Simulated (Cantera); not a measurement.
# Adiabatic ignition

An adiabatic, constant-pressure homogeneous reactor starts with 12.8 % H2, 18.3 % O2, 68.8 % N2, equivalence ratio 0.35, at 1075 K and 1.01 bar.

Cantera simulation using the H2/O2 subset of GRI-Mech 3.0, which has no nitrogen chemistry; the numbers are that mechanism's predictions, not measurements.

| t (s) | T (K) | x H2 | x O2 | x HO2 | x O | x H | x OH | x H2O2 |
|---|---|---|---|---|---|---|---|---|
| 3.00e-6 | 1075 | 0.128 | 0.183 | 4.03e-10 | 5.61e-11 | 3.25e-10 | 2.89e-11 | <1e-12 |
| 1.03e-5 | 1075 | 0.128 | 0.183 | 2.01e-9 | 4.82e-10 | 1.80e-9 | 2.09e-10 | 2.04e-12 |
| 3.54e-5 | 1075 | 0.128 | 0.183 | 6.31e-8 | 2.28e-8 | 7.82e-8 | 9.57e-9 | 1.07e-10 |
| 0.000122 | 1360 | 0.0377 | 0.139 | 7.38e-5 | 0.0122 | 0.0262 | 0.00703 | 6.14e-6 |
| 0.000418 | 1969 | 0.000535 | 0.126 | 3.86e-6 | 0.00115 | 0.000185 | 0.00442 | 1.47e-7 |
| 0.00144 | 1989 | 0.000111 | 0.127 | 2.18e-6 | 0.000239 | 1.73e-5 | 0.00208 | 8.78e-8 |
| 0.00493 | 1989 | 0.000102 | 0.127 | 2.17e-6 | 0.000219 | 1.53e-5 | 0.00199 | 8.72e-8 |
| 0.0169 | 1989 | 0.000102 | 0.127 | 2.17e-6 | 0.000219 | 1.53e-5 | 0.00199 | 8.72e-8 |
| 0.0582 | 1989 | 0.000102 | 0.127 | 2.17e-6 | 0.000219 | 1.53e-5 | 0.00199 | 8.72e-8 |
| 0.200 | 1989 | 0.000102 | 0.127 | 2.17e-6 | 0.000219 | 1.53e-5 | 0.00199 | 8.72e-8 |
x: mole fraction; the columns are a selection and need not sum to one.

The time of steepest temperature rise comes out as 0.121 ms, the temperature at 0.200 s is 1989 K and the equilibrium temperature is 1989 K. The x(H2) at 0.200 s is 0.000102 (gas-phase equilibrium 0.000102) and the x(O2) at 0.200 s is 0.127 (gas-phase equilibrium 0.127). The x(HO2) at 0.200 s is 2.17e-6 (gas-phase equilibrium 2.17e-6).
